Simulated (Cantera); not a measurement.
Feed: 1 mol MgSO4, 0.11 mol CO2, at 1275 °C and 0.0100 bar.

Equilibrium computed with Cantera from the NASA thermochemical tables; the gas is ideal and each condensed phase is pure. Candidate condensed phases: C, Mg, MgCO3, MgO, MgS, MgSO4, S; 26 gas species. Kinetics and transport are ignored.

Base state: SO2 0.620, O2 0.310, CO2 0.0683, SO3 0.00102, O 4.25e-5, CO 1.21e-5 (mole fractions); condensed: MgO(s).

### Question
What changes in the equilibrium state with this change: temperature from 1275 °C to 425 °C?

### Answer
| species | before | after |
|---|---|---|
| CO2 | 0.0683 | 1.00 |
| SO2 | 0.620 | 4.89e-8 |
| O2 | 0.310 | 2.45e-8 |
| SO3 | 0.00102 | <1e-9 |
| O | 4.25e-5 | <1e-9 |
| CO | 1.21e-5 | <1e-9 |
| MgO(s), mol | 1.00 | 0 |
| MgSO4(s), mol | 0 | 1.00 |

### Question
What changes in the equilibrium state with this change: pressure from 0.0100 bar to 1 atm?

### Answer
```json
[
 {"species": "SO2", "before": "0.620", "after": "0.614"},
 {"species": "O2", "before": "0.310", "after": "0.307"},
 {"species": "CO2", "before": "0.0683", "after": "0.0687"},
 {"species": "SO3", "before": "0.00102", "after": "0.0101"},
 {"species": "O", "before": "4.25e-5", "after": "4.20e-6"},
 {"species": "CO", "before": "1.21e-5", "after": "1.21e-6"},
 {"species": "MgO(s), mol", "before": "1.00", "after": "1.00"}
]
```
